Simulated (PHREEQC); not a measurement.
A solution holds 0.035 mol/kgw KOH and 0.0064 mol/kgw KH2PO4, at 45 °C. Closed to the air; pH follows from the charge balance.

The numbers come from PHREEQC with the ion-association model, phreeqc.dat.

Problem. The ionic strength comes out as 0.0539 mol/kgw. What activity coefficients do OH-, HPO4-2, K+, PO4-3, KHPO4- get?

Solution. OH- 0.80, HPO4-2 0.44, K+ 0.80, PO4-3 0.14, KHPO4- 0.82.

No solid was allowed to form. Species that the database lacks are ignored. Away from 25 °C the constants follow the database's enthalpies or fits; those with neither stay at their 25 °C values.
